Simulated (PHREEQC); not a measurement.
Solution (25 °C): 0.00098 mol NaBF4 and 0.00018 mol KHCO3 per kg of water. Closed to the air; pH follows from the charge balance.

Computed with PHREEQC (ion-association model, phreeqc.dat).

This is a speciation only: nothing precipitates in the calculation.

### Question
Estimate the pH.

### Answer
pH 3.19.

### Question
In which forms is F present?

### Answer
F- 40 %, HF 36 %, BF4- 18 %, BF3OH- 3.5 %, BF2(OH)2- 2.3 % of the F.

Real BF4- forms and hydrolyses slowly; the run takes it at equilibrium.
